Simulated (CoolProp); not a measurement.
Vapour pressure (bar) of methanol: the reference equation beside estimates from Tc = 513.4 K, pc = 82.16 bar, ω = 0.565. Clausius-Clapeyron is anchored at 310 K with a constant enthalpy of vaporisation of 36.86 kJ/mol.

Computed with CoolProp (reference Helmholtz-energy equation of state, de Reuck 1993).

```csv
T (K),reference,Lee-Kesler,Clausius-Clapeyron,van der Waals
263.9,0.02212,0.01472,0.02519,2.748
273.1,0.04043,0.02897,0.04435,3.434
282.3,0.07078,0.05405,0.07528,4.232
291.5,0.1192,0.09611,0.1236,5.152
300.7,0.1936,0.1637,0.1968,6.202
310,0.3062,0.2694,0.3062,7.404
319.2,0.4680,0.4258,0.4624,8.740
328.4,0.6965,0.6517,0.6823,10.23
337.6,1.012,0.9688,0.9856,11.88
346.8,1.438,1.403,1.396,13.70
356,2.003,1.982,1.943,15.69
```

Absolute difference from the reference over all 11 rows, mean and median: Lee-Kesler 14.1 and 12.0 %, Clausius-Clapeyron 4.3 and 2.9 %, van der Waals 3816.9 and 2318.0 %.
